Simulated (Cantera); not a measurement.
Cantera run:

```python
import numpy as np
import cantera as ct

gas_names = """
    C CN CO CO2 C2 CCN CNC C2N2 C2O C3 C3O2 C4 C4N2 C5 N NCO NO NO2 NO3 N2 N2O O O2 O3 Pb PbO Pb2
""".split()
cond_names = """
    C(gr) Pb(cr) Pb(L) PbO(rd) PbO(yw) PbO(L) PbO2(s) Pb3O4(s)
""".split()


def load(file, names, dense=False):
    # The tables refer to 1 bar. Condensed volumes are neglected.
    table = {s.name: s for s in ct.Species.list_from_file(file)}
    out = []
    for n in names:
        d = dict(table[n].input_data)
        d["thermo"] = dict(d["thermo"], **{"reference-pressure": 1e5})
        if dense:
            d["equation-of-state"] = {"model": "constant-volume", "density": "1e6 g/cm^3"}
        out.append(ct.Species.from_dict(d))
    return out


gas = ct.Solution(thermo="ideal-gas", species=load("nasa_gas.yaml", gas_names))
cond = {s.name: ct.Solution(thermo="fixed-stoichiometry", species=[s], name=s.name)
        for s in load("nasa_condensed.yaml", cond_names, dense=True)}
atoms = {
    'PbO': {'Pb': 1, 'O': 1},
    'CO': {'C': 1, 'O': 1},
    'N2': {'N': 2},
}
top_T = {'C(gr)': 4500, 'Pb3O4(s)': 820}  # K; cautious upper limits of use, not melting points


def equilibrate(T, P, feed):
    n = {}
    for name, mol in feed.items():
        for a, k in atoms[name].items():
            n[a] = n.get(a, 0.0) + k * mol
    gas.TPX = T, P, n
    mass = sum(n.values()) * gas.mean_molecular_weight
    gas.equilibrate("TP")
    valid = [c for c in cond.values() if c.min_temp <= T <= top_T.get(c.name, c.max_temp)]
    mix = ct.Mixture([(gas, mass / gas.mean_molecular_weight)] + [(c, 0.0) for c in valid])
    mix.T, mix.P = T, P
    mix.equilibrate("TP", solver="vcs", rtol=1e-11, max_steps=5000)
    return mix


results = []
P = 100  # Pa
for T in [973, 1023, 1073, 1123, 1173, 1223, 1273, 1323, 1373, 1423]:
    for m in [0.061, 0.1, 0.18, 0.3, 0.5, 0.85, 1.4, 2.5]:
        feed = {'PbO': 1, 'CO': m, 'N2': 2.2}  # mol
        mix = equilibrate(T, P, feed)
        results.append((T, P, feed, dict(zip(mix.species_names, mix.species_moles))))

for T, P, feed, n in results:
    print(f"{T:7g} {feed['CO']:10.4g}  " + (" + ".join(c for c in cond_names if n.get(c, 0) > 1e-12) or "gas only"))
```

Result:

```
    973      0.061  Pb(L) + PbO(yw)
    973        0.1  Pb(L) + PbO(yw)
    973       0.18  Pb(L) + PbO(yw)
    973        0.3  Pb(L) + PbO(yw)
    973        0.5  Pb(L) + PbO(yw)
    973       0.85  Pb(L) + PbO(yw)
    973        1.4  Pb(L)
    973        2.5  Pb(L)
   1023      0.061  PbO(yw)
   1023        0.1  Pb(L) + PbO(yw)
   1023       0.18  Pb(L) + PbO(yw)
   1023        0.3  Pb(L) + PbO(yw)
   1023        0.5  Pb(L) + PbO(yw)
   1023       0.85  Pb(L) + PbO(yw)
   1023        1.4  Pb(L)
   1023        2.5  Pb(L)
   1073      0.061  PbO(yw)
   1073        0.1  PbO(yw)
   1073       0.18  PbO(yw)
   1073        0.3  Pb(L) + PbO(yw)
   1073        0.5  Pb(L) + PbO(yw)
   1073       0.85  Pb(L) + PbO(yw)
   1073        1.4  Pb(L)
   1073        2.5  Pb(L)
   1123      0.061  PbO(yw)
   1123        0.1  PbO(yw)
   1123       0.18  PbO(yw)
   1123        0.3  PbO(yw)
   1123        0.5  PbO(yw)
   1123       0.85  Pb(L) + PbO(yw)
   1123        1.4  Pb(L)
   1123        2.5  gas only
   1173      0.061  PbO(L)
   1173        0.1  PbO(L)
   1173       0.18  PbO(L)
   1173        0.3  PbO(L)
   1173        0.5  PbO(L)
   1173       0.85  gas only
   1173        1.4  gas only
   1173        2.5  gas only
   1223      0.061  PbO(L)
   1223        0.1  PbO(L)
   1223       0.18  PbO(L)
   1223        0.3  PbO(L)
   1223        0.5  PbO(L)
   1223       0.85  gas only
   1223        1.4  gas only
   1223        2.5  gas only
   1273      0.061  gas only
   1273        0.1  gas only
   1273       0.18  gas only
   1273        0.3  gas only
   1273        0.5  gas only
   1273       0.85  gas only
   1273        1.4  gas only
   1273        2.5  gas only
   1323      0.061  gas only
   1323        0.1  gas only
   1323       0.18  gas only
   1323        0.3  gas only
   1323        0.5  gas only
   1323       0.85  gas only
   1323        1.4  gas only
   1323        2.5  gas only
   1373      0.061  gas only
   1373        0.1  gas only
   1373       0.18  gas only
   1373        0.3  gas only
   1373        0.5  gas only
   1373       0.85  gas only
   1373        1.4  gas only
   1373        2.5  gas only
   1423      0.061  gas only
   1423        0.1  gas only
   1423       0.18  gas only
   1423        0.3  gas only
   1423        0.5  gas only
   1423       0.85  gas only
   1423        1.4  gas only
   1423        2.5  gas only
```

Cantera equilibrium calculation (NASA polynomials, part measured and part estimated; ideal gas, pure solids and liquids). Mutual solubility and eutectic melting of coexisting phases are not modelled.
